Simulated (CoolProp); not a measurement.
Vapour-liquid equilibrium of hydrogen chloride (1) + ethane (2) at 1.2 MPa; x and y are mole fractions of (1).

Computed with CoolProp (multi-fluid Helmholtz-energy mixture model, Thol 2018 and Bücker 2006; pair parameters Bell 2016).

| x | bubble temperature, mixture model (°C) | bubble temperature, Raoult's law (°C) | y, mixture model | y, Raoult's law |
|---|---|---|---|---|
| 0.05 | … | -26.0 | … | 0.051 |
| 0.2 | -33.2 | -26.1 | … | 0.204 |
| 0.35 | -35.2 | -26.2 | … | 0.355 |
| 0.5 | -35.8 | -26.3 | … | 0.506 |
| 0.65 | … | -26.4 | 0.587 | 0.655 |
| 0.8 | -34.0 | -26.6 | 0.687 | 0.804 |
| 0.95 | -29.6 | -26.7 | 0.882 | 0.951 |

Fill in the missing entries.


- 0.05, bubble temperature, mixture model (°C): -28.5
- 0.05, y, mixture model: 0.102
- 0.2, y, mixture model: 0.306
- 0.35, y, mixture model: 0.426
- 0.5, y, mixture model: 0.511
- 0.65, bubble temperature, mixture model (°C): -35.5

The largest gap from Raoult's law is -9.5 K in bubble temperature, at x = 0.5. y crosses x between x = 0.5 and 0.65: the model has an azeotrope there.

Pair parameters are fitted to limited data, so mixtures are less certain than the pure fluids.
